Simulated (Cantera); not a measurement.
## Equilibrium for roasting and sulfation: MgCO3 + SO3 + CO2

Charge: 1 mol MgCO3, 0.34 mol SO3, 2.3 mol CO2, at 1450 K and 100000 Pa.

Method: chemical equilibrium by Gibbs-energy minimisation in Cantera with the NASA 1993 tables (ideal gas, pure condensed phases). Candidate condensed phases: C, Mg, MgCO3, MgO, MgS, MgSO4, S; 26 gas species. Kinetics and transport are ignored.

| Property | Value |
|---|---|
| x(CO2) | 0.867 |
| x(SO2) | 0.0884 |
| x(O2) | 0.0442 |
| x(SO3) | 0.000904 |
| x(CO) | 9.29e-6 |
| n(MgO(s)) | 1.00 mol |
| gas amount | 3.808 mol |
| log10 activity of S(l) (absent) | -10.07 |
| log10 activity of C(graphite) (absent) | -12.98 |
| log10 activity of Mg(l) (absent) | -15.22 |
